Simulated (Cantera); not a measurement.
An adiabatic, constant-pressure homogeneous reactor starts with 14.9 % H2, 7.46 % O2, 74.6 % N2, 2.99 % H2O, equivalence ratio 1.0, at 1798 K and 1.70 bar.

Detailed kinetics in Cantera: the H2/O2 subset of GRI-Mech 3.0, which has no nitrogen chemistry.

One state of this run: T (K) = 2492; x H2 = 0.0243; x O2 = 0.00959; x H2O = 0.153; x O = 0.00367; x OH = 0.0132; x HO2 = 2.96e-6. x: mole fraction; the columns are a selection and need not sum to one.

Question: Which value of t (s) does it belong to?
(A) 0.0159
(B) 1.12e-5
(C) 0.000126
(D) 5.62e-5

Answer: C, 0.000126
